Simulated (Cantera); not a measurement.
Feed: 1 mol Fe2O3, 3.4 mol HCl, 1.1 mol N2, equilibrated at 1352 °C.

Cantera equilibrium calculation (NASA polynomials, part measured and part estimated; ideal gas, pure solids and liquids). Candidate condensed phases: Fe, FeCl2, FeCl3, FeO, Fe(OH)2, Fe(OH)3, Fe2O3, Fe3O4, H2O, NH4Cl; 37 gas species. Kinetics and transport are ignored.

Problem. What share of the Fe ends up in condensed phases as a function of P (Pa), at 1, 6.80, 46, 320, 2200, 15000, 100000?

Solution. 
```
P (Pa)  Fe condensed (%)        as
------  ----------------  --------
1                   60.1  Fe3O4(s)
6.80                61.7  Fe3O4(s)
46                  63.5  Fe3O4(s)
320                 65.7  Fe3O4(s)
2200                68.2  Fe3O4(s)
15000               71.0  Fe3O4(s)
100000              73.8  Fe3O4(s)
```
